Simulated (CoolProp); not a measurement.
The numbers come from the reference Helmholtz-energy equation of state, Span 2000 in CoolProp.

Question: For nitrogen, give the phase and the conductivity (mW/(m K)), Prandtl number at 429.85 °C and 0.0472 MPa; -59.85 °C and 0.285 MPa; 515.95 °C and 14.8 MPa.

Answer: 
- 429.85 °C and 0.0472 MPa: gas; conductivity 50.5, Prandtl number 0.717
- -59.85 °C and 0.285 MPa: gas; conductivity 19.5, Prandtl number 0.737
- 515.95 °C and 14.8 MPa: supercritical; conductivity 57.4, Prandtl number 0.723

Viscosity comes from a separate model (Lemmon 2004). Thermal conductivity comes from a separate model (Lemmon 2004).
